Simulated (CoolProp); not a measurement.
Vapour-liquid equilibrium of R143a (1) + propane (2) at 309.5 K; x and y are mole fractions of (1).

Computed with CoolProp (multi-fluid Helmholtz-energy mixture model, Lemmon and Jacobsen 2000 and Lemmon 2009; pair parameters Bell 2016).

Q: Give the bubble pressure and the first vapour's composition at x = 0.125, 0.275, 0.65. Is there an azeotrope?

A: x = 0.125: 1556 kPa, y = 0.237; x = 0.275: 1758 kPa, y = 0.387; x = 0.65: 1918 kPa, y = 0.643. y crosses x between x = 0.575 and 0.65: the model has an azeotrope there.

Pair parameters are fitted to limited data, so mixtures are less certain than the pure fluids.
